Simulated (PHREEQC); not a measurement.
A solution holds 0.0066 mol/kgw NaHCO3 and 0.0098 mol/kgw NaOH, at 25 °C. Closed to the air; pH follows from the charge balance.

All values are PHREEQC results (Pitzer model, pitzer.dat), not measurements.

The pH comes out as 11.47. The ionic strength is 0.0227 mol/kgw and the specific conductance is 2120 µS/cm. The osmotic coefficient is 0.924 and the total alkalinity is 16.4 meq/kg.

| species | molality | activity | log γ |
|---|---|---|---|
| Na+ | 0.0164 | 0.0141 | -0.066 |
| CO3-2 | 0.00632 | 0.00354 | -0.252 |
| OH- | 0.00348 | 0.00300 | -0.064 |
| HCO3- | 0.000279 | 0.000260 | -0.030 |
| CO2 | 1.92e-9 | 1.92e-9 | 0.001 |

No solid was allowed to form.
